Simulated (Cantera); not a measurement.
# Equilibrium for carbothermic reduction: Fe2O3 + CO + H2

Charge: 1 mol Fe2O3, 5 mol CO, a varied amount of H2, equilibrated at 133 Pa.

These are equilibrium values from Cantera (NASA tables, ideal gas, pure condensed phases), not measurements of a reactor. Candidate condensed phases: C, C6H6, C7H8, C8H18, Fe, Fe(CO)5, FeO, Fe(OH)2, Fe(OH)3, Fe2O3, Fe3O4, H2O; 114 gas species. Each liquid is taken as pure. Mutual solubility and eutectic melting of coexisting phases are not modelled. The tables' stoichiometric FeO is somewhat more stable than real wüstite, so its field is too wide. FeO: taken at fixed stoichiometry. The numbers say what is thermodynamically allowed, not how fast it happens.

**Question.** Map the stable condensed phases over T = 1175, 1275, 1375, 1475, 1575, 1675, 1775, 1875, 1975, 2075, 2175, 2275, 2375 K and n(H2) in mol = 1.1, 1.8, 2.6, 3.4, 4.1, 4.9, 5.6, 6.4, 7.2, 7.9, 8.7.

**Answer.** 
```
T in K \ n(H2) in mol
         1.1 1.8 2.6 3.4 4.1 4.9 5.6 6.4 7.2 7.9 8.7
   2375    A   A   A   A   A   A   A   A   A   A   A
   2275    A   A   A   A   A   A   A   A   A   A   A
   2175    A   A   A   A   A   A   A   A   A   A   A
   2075    B   B   B   A   A   A   A   A   A   A   A
   1975    B   B   B   B   B   B   B   A   A   A   A
   1875    B   B   B   C   C   C   C   C   C   C   D
   1775    B   C   C   C   C   C   C   C   C   D   D
   1675    B   C   C   C   C   C   C   C   C   D   D
   1575    C   C   C   C   C   C   C   C   C   D   D
   1475    C   C   C   C   C   C   C   C   C   C   D
   1375    C   C   C   C   C   C   C   C   C   C   D
   1275    C   C   C   C   C   C   C   C   C   C   C
   1175    C   C   C   C   C   C   C   C   C   C   C
```
A: gas only; B: FeO; C: Fe + FeO; D: Fe.
